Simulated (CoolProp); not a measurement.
A simple Rankine cycle with water: condensing at 299.15 K, boiler at 3.15 MPa, turbine inlet 549.6 K, turbine efficiency 0.7, pump efficiency 0.6, no recuperator. Each further row changes one setting.

Model: reference Helmholtz-energy equation of state, Wagner 2002, in CoolProp.

```json
[
 {"case": "as stated", "thermal efficiency (%)": "25.1", "net work (kJ/kg)": "707", "heat in (kJ/kg)": "2810", "turbine exit temperature (K)": "299.2", "volume ratio over the turbine": "489"},
 {"case": "turbine inlet 569.6 K", "thermal efficiency (%)": "25.3", "net work (kJ/kg)": "724", "heat in (kJ/kg)": "2870", "turbine exit temperature (K)": "299.2", "volume ratio over the turbine": "472"},
 {"case": "condensing temperature 291.15 K", "thermal efficiency (%)": "26.0", "net work (kJ/kg)": "741", "heat in (kJ/kg)": "2850", "turbine exit temperature (K)": "291.1", "volume ratio over the turbine": "769"},
 {"case": "boiler pressure 2.2 MPa", "thermal efficiency (%)": "24.1", "net work (kJ/kg)": "688", "heat in (kJ/kg)": "2850", "turbine exit temperature (K)": "299.2", "volume ratio over the turbine": "338"},
 {"case": "turbine efficiency 0.6", "thermal efficiency (%)": "21.5", "net work (kJ/kg)": "605", "heat in (kJ/kg)": "2810", "turbine exit temperature (K)": "299.2", "volume ratio over the turbine": "513"}
]
```

The expansion ends wet for: as stated; turbine inlet 569.6 K; condensing temperature 291.15 K; boiler pressure 2.2 MPa; turbine efficiency 0.6.
